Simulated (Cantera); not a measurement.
Feed: 1 mol Si, 0.047 mol O2, 320 mol N2, 0.21 mol CO2, held at 0.000940 bar.

These are equilibrium values from Cantera (NASA tables, ideal gas, pure condensed phases), not measurements of a reactor. Candidate condensed phases: C, Si, SiC, SiO2, Si2N2O, Si3N4; 34 gas species. N2 is the only nitrogen source here; it is nearly inert below about 1500 K, so the nitride shown seldom forms there in practice. Mutual solubility and eutectic melting of coexisting phases are not modelled. The numbers say what is thermodynamically allowed, not how fast it happens.

Which condensed phases are stable at each of these points (T (°C)): 900, 950, 1000, 1050, 1100, 1150, 1200, 1250, 1300, 1350, 1400, 1450?


```csv
T (°C),condensed phases,Si condensed (%)
900,C(graphite) + Si2N2O(s),100.0
950,C(graphite) + Si2N2O(s),100.0
1000,C(graphite) + SiC(s) + Si2N2O(s),100.0
1050,SiC(s) + Si2N2O(s),100.0
1100,SiC(s) + Si2N2O(s),99.8
1150,SiC(s) + Si2N2O(s) + Si3N4(s),99.1
1200,SiC(s) + Si2N2O(s) + Si3N4(s),95.3
1250,SiC(s) + Si2N2O(s) + Si3N4(s),78.0
1300,SiC(s) + Si3N4(s),59.8
1350,SiC(s) + Si3N4(s),50.3
1400,Si(s) + SiC(s),35.1
1450,SiC(s),17.4
```

From 900 °C to 950 °C the condensed part is C(graphite) + Si2N2O(s). At 1000 °C the condensed part is C(graphite) + SiC(s) + Si2N2O(s). From 1050 °C to 1100 °C the condensed part is SiC(s) + Si2N2O(s). From 1150 °C to 1250 °C the condensed part is SiC(s) + Si2N2O(s) + Si3N4(s). From 1300 °C to 1350 °C the condensed part is SiC(s) + Si3N4(s). At 1400 °C the condensed part is Si(s) + SiC(s). At 1450 °C the condensed part is SiC(s).
